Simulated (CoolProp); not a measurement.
Vapour-liquid equilibrium of C2F6 (R116) (1) + R143a (2) at 202.5 K; x and y are mole fractions of (1).

The numbers come from the multi-fluid Helmholtz-energy mixture model, Lemmon 2006 and Lemmon and Jacobsen 2000; pair parameters Bell 2016 in CoolProp.

| x | bubble pressure (kPa) | y at the bubble point | dew pressure at overall composition x (kPa) | liquid density (mol/L) |
|---|---|---|---|---|
| 0.05 | 50.98 | 0.456 | 30.21 | 14.40 |
| 0.2 | 95.38 | 0.738 | 35.59 | 13.79 |
| 0.35 | 117.5 | 0.806 | 43.27 | 13.22 |
| 0.5 | 128.5 | 0.837 | 55.06 | 12.70 |
| 0.65 | 135.5 | … | 75.34 | … |
| 0.8 | 141.8 | … | 115.2 | 11.82 |
| 0.95 | 147.6 | 0.960 | 147.1 | 11.48 |

**Question.** What belongs in the gaps?

**Answer.** 
- 0.65, y at the bubble point: 0.860
- 0.65, liquid density (mol/L): 12.23
- 0.8, y at the bubble point: 0.893

No azeotrope shows between x = 0.05 and 0.95.

Pair parameters are fitted to limited data, so mixtures are less certain than the pure fluids. With so large a gap from Raoult's law the liquid may split in two, which this calculation doesn't test in full.
